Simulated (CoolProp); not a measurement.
R143a at 293.15 K and 0.871 MPa is throttled through a valve to 0.337 MPa with no heat exchange. Each further row changes one setting.

Model: reference Helmholtz-energy equation of state, Lemmon and Jacobsen 2000, in CoolProp.

| case | temperature change (K) | final density (kg/m³) |
|---|---|---|
| as stated | (withheld) | 13.1 |
| outlet pressure 0.101 MPa | (withheld) | (withheld) |
| outlet pressure 0.438 MPa | (withheld) | (withheld) |

Task: Fill in the missing entries.

Result: 
- as stated, temperature change (K): -12.2
- outlet pressure 0.101 MPa, temperature change (K): -18.0
- outlet pressure 0.101 MPa, final density (kg/m³): 3.80
- outlet pressure 0.438 MPa, temperature change (K): -9.8
- outlet pressure 0.438 MPa, final density (kg/m³): 17.2
